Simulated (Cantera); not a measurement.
## Reactions in the system Al-I-N

Cantera with NASA thermochemical tables; ideal gases at 1 bar, condensed phases pure. Values are per mole of reaction as written; species without (g) are pure solids or liquids, kept so even where they would boil at 1 bar.

2 AlN + 3 I2(g) = 2 AlI3(g) + 2 N(g)

| T (K) | ΔH° (kJ) | ΔS° (J/K) | ΔG° (kJ) | log10 K |
|---|---|---|---|---|
| 300 | 1007.5 | 231.7 | 938.0 | -163.32 |
| 1523 | 1006.6 | 237.6 | 644.7 | -22.11 |
| 1548 | 1006.3 | 237.4 | 638.7 | -21.55 |
| 1573 | 1006.0 | 237.2 | 632.8 | -21.01 |
| 1598 | 1005.7 | 237.0 | 626.9 | -20.49 |
| 1623 | 1005.4 | 236.8 | 621.0 | -19.98 |
| 1648 | 1005.0 | 236.6 | 615.0 | -19.49 |
